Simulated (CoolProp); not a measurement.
Saturated liquid density (kg/m³) of dodecamethylpentasiloxane (MD3M): the reference equation beside estimates from Tc = 628.0 K, pc = 954.0 kPa, ω = 0.730.

The numbers come from the reference Helmholtz-energy equation of state, Thol 2019 in CoolProp.

```
T (K)  reference  van der Waals  Soave-Redlich-Kwong  Peng-Robinson
-----  ---------  -------------  -------------------  -------------
301.9      866.2          465.8                734.6          823.1
304.6      863.6          464.8                733.3          821.7
307.3      861.0          463.7                732.0          820.4
310.1      858.3          462.5                730.7          819.0
312.8      855.7          461.4                729.4          817.6
315.5      853.1          460.3                728.0          816.2
318.2      850.5          459.2                726.7          814.8
320.9      847.9          458.1                725.4          813.4
323.7      845.2          456.9                723.9          811.9
326.4      842.6          455.8                722.5          810.4
329.1      840.0          454.7                721.1          808.9
331.8      837.3          453.5                719.7          807.4
334.5      834.7          452.4                718.3          805.9
337.3      832.0          451.2                716.8          804.3
```

Absolute difference from the reference over all 14 rows, mean and median: van der Waals 46.0 and 46.0 %, Soave-Redlich-Kwong 14.5 and 14.5 %, Peng-Robinson 4.1 and 4.1 %.
